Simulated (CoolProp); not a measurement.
Properties of R143a along the isotherm 373.5 K (Tc = 345.9 K, pc = 3.762 MPa, ω = 0.261).

Computed with CoolProp (reference Helmholtz-energy equation of state, Lemmon and Jacobsen 2000).

| p (MPa) | phase | density (kg/m³) | cp (kJ/(kg K)) | speed of sound (m/s) | Prandtl number |
|---|---|---|---|---|---|
| 0.00595 | gas | 0.1611 | 1.076 | 201.7 | 0.660 |
| 0.01 | gas | 0.2708 | 1.076 | 201.6 | 0.660 |
| 0.0169 | gas | 0.4579 | 1.076 | 201.5 | 0.661 |
| 0.0286 | gas | 0.7757 | 1.077 | 201.4 | 0.661 |
| 0.0482 | gas | 1.309 | 1.078 | 201.2 | 0.662 |
| 0.0814 | gas | 2.217 | 1.080 | 200.8 | 0.663 |
| 0.137 | gas | 3.746 | 1.084 | 200.1 | 0.666 |
| 0.232 | gas | 6.391 | 1.090 | 199.0 | 0.670 |
| 0.391 | gas | 10.91 | 1.100 | 197.0 | 0.677 |
| 0.66 | gas | 18.82 | 1.119 | 193.7 | 0.690 |
| 1.11 | gas | 32.91 | 1.155 | 188.0 | 0.714 |
| 1.88 | gas | 60.06 | 1.233 | 177.7 | 0.768 |

Viscosity comes from a separate model (Klein 1997), an estimate that may be off by 10 % or more. Thermal conductivity comes from a separate model (McLinden 2000), an estimate that may be off by 10 % or more.
